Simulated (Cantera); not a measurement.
A freely propagating, adiabatic, planar premixed flame of H2 : O2 : N2 = 1 : 0.312 : 1.17 (molar parts), equivalence ratio 1.6, unburnt at 373 K and 100000 Pa; mixture-averaged transport, grid criteria slope 0.08 and curve 0.16, no radiation.

Detailed kinetics in Cantera: the H2/O2 subset of GRI-Mech 3.0, which has no nitrogen chemistry. Burning velocities carry a grid error of a few per cent, more on coarse grids.

Q: How do the results move with these cheaper or finer settings: unity-Lewis-number transport; multicomponent transport; multicomponent+Soret transport; grid criteria slope 0.5, curve 1; grid criteria slope 0.25, curve 0.5; grid criteria slope 0.03, curve 0.06?

A: 
```json
[
 {"setting": "as above", "laminar burning velocity": "430 cm/s", "thermal thickness": "0.361 mm", "peak x(H)": "0.0786", "peak x(OH)": "0.00748", "grid points": "120"},
 {"setting": "unity-Lewis-number transport", "laminar burning velocity": "260 cm/s", "thermal thickness": "0.325 mm", "peak x(H)": "0.0818", "peak x(OH)": "0.00747", "grid points": "106"},
 {"setting": "multicomponent transport", "laminar burning velocity": "420 cm/s", "thermal thickness": "0.362 mm", "peak x(H)": "0.0784", "peak x(OH)": "0.00746", "grid points": "120"},
 {"setting": "multicomponent+Soret transport", "laminar burning velocity": "400 cm/s", "thermal thickness": "0.351 mm", "peak x(H)": "0.0767", "peak x(OH)": "0.00755", "grid points": "121"},
 {"setting": "grid criteria slope 0.5, curve 1", "laminar burning velocity": "443 cm/s", "thermal thickness": "0.447 mm", "peak x(H)": "0.0801", "peak x(OH)": "0.00841", "grid points": "40"},
 {"setting": "grid criteria slope 0.25, curve 0.5", "laminar burning velocity": "441 cm/s", "thermal thickness": "0.396 mm", "peak x(H)": "0.0799", "peak x(OH)": "0.00799", "grid points": "60"},
 {"setting": "grid criteria slope 0.03, curve 0.06", "laminar burning velocity": "428 cm/s", "thermal thickness": "0.354 mm", "peak x(H)": "0.0784", "peak x(OH)": "0.00736", "grid points": "279"}
]
```
Unity Lewis numbers drop preferential diffusion, which matters most where H2 and H carry the flame; Soret adds thermal diffusion.
